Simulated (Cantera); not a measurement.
An isothermal, constant-pressure homogeneous reactor starts with CH₄ : H₂ : H = 0.033 : 1 : 0.014 (molar parts), at 2650 K and 13300 Pa.

Detailed kinetics in Cantera: GRI-Mech 3.0 (53 species, 325 reactions). GRI-Mech 3.0 stops at C3 and has no aromatics, soot or wall deposition, so with more carbon than oxygen in the feed, carbon stays in small species such as C2H2 where larger ones or solid carbon would form.

x: mole fraction; the columns are a selection and need not sum to one.

| t (s) | x CH₄ | x H₂ | x H | x C₂H₄ | x C₂H₆ | x CH₃ | x CH₂ |
|---|---|---|---|---|---|---|---|
| 2.00e-6 | 0.0267 | 0.958 | 0.0102 | 1.21e-5 | 1.76e-6 | 0.00473 | 4.55e-5 |
| 1.42e-5 | 0.0233 | 0.953 | 0.0161 | 0.000148 | 3.85e-6 | 0.00691 | 0.000139 |
| 0.000100 | [?] | 0.941 | [?] | [?] | [?] | [?] | [?] |
| 0.000711 | 0.000382 | 0.927 | 0.0573 | 2.69e-6 | 3.68e-9 | 0.000411 | 4.17e-5 |
| 0.00504 | [?] | 0.892 | [?] | [?] | 1.60e-11 | [?] | [?] |
| 0.0357 | 1.07e-5 | 0.865 | 0.120 | 7.21e-7 | 5.29e-12 | 2.57e-5 | 6.05e-6 |
| 0.253 | 1.07e-5 | 0.865 | 0.120 | 7.20e-7 | 5.28e-12 | 2.57e-5 | 6.05e-6 |
| 1.79 | 1.07e-5 | 0.865 | 0.120 | 7.20e-7 | 5.28e-12 | 2.57e-5 | 6.05e-6 |
| 12.7 | 1.07e-5 | 0.865 | 0.120 | 7.20e-7 | 5.28e-12 | 2.57e-5 | 6.05e-6 |
| 90.0 | 1.07e-5 | 0.865 | 0.120 | 7.20e-7 | 5.28e-12 | 2.57e-5 | 6.05e-6 |

Q: Complete the blanks.

A: 
- 0.000100, x CH₄: 0.00864
- 0.000100, x H: 0.0363
- 0.000100, x C₂H₄: 0.000107
- 0.000100, x C₂H₆: 1.28e-6
- 0.000100, x CH₃: 0.00577
- 0.000100, x CH₂: 0.000266
- 0.00504, x CH₄: 2.07e-5
- 0.00504, x H: 0.0929
- 0.00504, x C₂H₄: 1.07e-6
- 0.00504, x CH₃: 3.74e-5
- 0.00504, x CH₂: 6.60e-6
